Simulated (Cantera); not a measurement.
An adiabatic, constant-pressure homogeneous reactor starts with 4.12 % CH₄, 0.948 % C₂H₆, 19.9 % O₂, 75.0 % N₂, at 1075 K and 5.00 bar.

Cantera simulation using GRI-Mech 3.0 (53 species, 325 reactions); the numbers are that mechanism's predictions, not measurements.

### Question
Predict: time of steepest temperature rise; temperature at 0.900 s; equilibrium temperature; x(O₂) at 0.900 s; x(H) at 0.900 s; x(OH) at 0.900 s.

### Answer
```json
{
  "time_of_steepest_temperature_rise": "10.9 ms",
  "temperature at 0.900 s": "2245 K",
  "equilibrium_temperature": "2245 K",
  "x(O₂) at 0.900 s": "0.0786 (gas-phase equilibrium 0.0786)",
  "x(H) at 0.900 s": "5.28e-5 (gas-phase equilibrium 5.28e-5)",
  "x(OH) at 0.900 s": "0.00325 (gas-phase equilibrium 0.00325)"
}
```
